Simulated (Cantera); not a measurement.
# Adiabatic ignition

An adiabatic, constant-pressure homogeneous reactor starts with 8.18 % CH4, 18.2 % O2, 68.4 % N2, 5.24 % CO2, equivalence ratio 0.90, at 1575 K and 10.0 bar.

Detailed kinetics in Cantera: GRI-Mech 3.0 (53 species, 325 reactions).

```tsv
t (s)	T (K)	x CH4	x O2	x CO2	x H2	x OH	x C2H2	x CH2O
1.00e-6	1575	0.0818	0.182	0.0524	3.96e-7	3.04e-8	<1e-12	1.24e-7
3.51e-6	1575	0.0818	0.182	0.0524	1.84e-6	9.23e-8	<1e-12	1.97e-6
1.23e-5	1575	0.0817	0.182	0.0524	1.55e-5	4.31e-7	2.32e-10	4.06e-5
4.33e-5	1581	0.0800	0.181	0.0524	0.000297	2.21e-6	1.31e-7	0.000646
0.000152	2809	<1e-12	0.0299	0.102	0.00604	0.0143	<1e-12	7.15e-10
0.000534	2798	<1e-12	0.0268	0.101	0.00612	0.0135	<1e-12	7.28e-10
0.00187	2793	<1e-12	0.0255	0.101	0.00616	0.0132	<1e-12	7.35e-10
0.00658	2793	<1e-12	0.0255	0.101	0.00616	0.0132	<1e-12	7.35e-10
0.0231	2793	<1e-12	0.0255	0.101	0.00616	0.0132	<1e-12	7.35e-10
0.0811	2793	<1e-12	0.0255	0.101	0.00616	0.0132	<1e-12	7.35e-10
0.285	2793	<1e-12	0.0255	0.101	0.00616	0.0132	<1e-12	7.35e-10
1.00	2793	<1e-12	0.0255	0.101	0.00616	0.0132	<1e-12	7.35e-10
```
x: mole fraction; the columns are a selection and need not sum to one.

| Item | Result |
|---|---|
| time of steepest temperature rise | 0.100 ms |
| temperature at 1.00 s | 2793 K |
| equilibrium temperature | 2793 K |
| x(CH4) at 1.00 s | <1e-12 (gas-phase equilibrium <1e-12) |
| x(O2) at 1.00 s | 0.0255 (gas-phase equilibrium 0.0255) |
| x(CO2) at 1.00 s | 0.101 (gas-phase equilibrium 0.101) |
